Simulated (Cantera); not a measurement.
An adiabatic, constant-volume homogeneous reactor starts with H₂ : O₂ : N₂ = 1 : 0.694 : 4.72 (molar parts), equivalence ratio 0.72, at 1175 K and 1.01 bar. Integrator tolerance rtol = 1e-08.

Detailed kinetics in Cantera: the H2/O2 subset of GRI-Mech 3.0, which has no nitrogen chemistry.

### Question
What does this change do: N2 4.72 to 2.2 parts?

### Answer
| quantity | before | after |
|---|---|---|
| time of steepest temperature rise | 78.2 µs | 46.1 µs |
| temperature at 2.00 s | 2469 K | 2875 K |
| equilibrium temperature | 2469 K | 2875 K |
| x(H₂) at 2.00 s | 0.00330 (gas-phase equilibrium 0.00330) | 0.0203 (gas-phase equilibrium 0.0203) |
| x(O₂) at 2.00 s | 0.0315 (gas-phase equilibrium 0.0315) | 0.0533 (gas-phase equilibrium 0.0533) |
| x(O) at 2.00 s | 0.00158 (gas-phase equilibrium 0.00158) | 0.0112 (gas-phase equilibrium 0.0112) |
| x(H) at 2.00 s | 0.000902 (gas-phase equilibrium 0.000902) | 0.0102 (gas-phase equilibrium 0.0102) |
| x(H₂O₂) at 2.00 s | 2.63e-7 (gas-phase equilibrium 2.63e-7) | 1.19e-6 (gas-phase equilibrium 1.19e-6) |
| x(HO₂) at 2.00 s | 4.76e-6 (gas-phase equilibrium 4.76e-6) | 2.27e-5 (gas-phase equilibrium 2.27e-5) |

### Question
What does this change do: pressure from 1.01 bar to 1.20 bar?

### Answer
```json
[
 {"quantity": "time of steepest temperature rise", "before": "78.2 µs", "after": "67.3 µs"},
 {"quantity": "temperature at 2.00 s", "before": "2469 K", "after": "2473 K"},
 {"quantity": "equilibrium temperature", "before": "2469 K", "after": "2473 K"},
 {"quantity": "x(H₂) at 2.00 s", "before": "0.00330 (gas-phase equilibrium 0.00330)", "after": "0.00310 (gas-phase equilibrium 0.00310)"},
 {"quantity": "x(O₂) at 2.00 s", "before": "0.0315 (gas-phase equilibrium 0.0315)", "after": "0.0315 (gas-phase equilibrium 0.0315)"},
 {"quantity": "x(O) at 2.00 s", "before": "0.00158 (gas-phase equilibrium 0.00158)", "after": "0.00148 (gas-phase equilibrium 0.00148)"},
 {"quantity": "x(H) at 2.00 s", "before": "0.000902 (gas-phase equilibrium 0.000902)", "after": "0.000819 (gas-phase equilibrium 0.000819)"},
 {"quantity": "x(H₂O₂) at 2.00 s", "before": "2.63e-7 (gas-phase equilibrium 2.63e-7)", "after": "2.90e-7 (gas-phase equilibrium 2.90e-7)"},
 {"quantity": "x(HO₂) at 2.00 s", "before": "4.76e-6 (gas-phase equilibrium 4.76e-6)", "after": "5.04e-6 (gas-phase equilibrium 5.04e-6)"}
]
```
